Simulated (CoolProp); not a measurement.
Computed with CoolProp (reference Helmholtz-energy equation of state, Lemmon 2004). It is a short technical equation, of lower accuracy than the large ones.

Q: For n-dodecane, give the phase and the density (kg/m³), cv (kJ/(kg K)), speed of sound (m/s) at 167.95 °C and 0.947 bar.

A: 
- 167.95 °C and 0.947 bar: liquid; density 636, cv 2.37, speed of sound 785
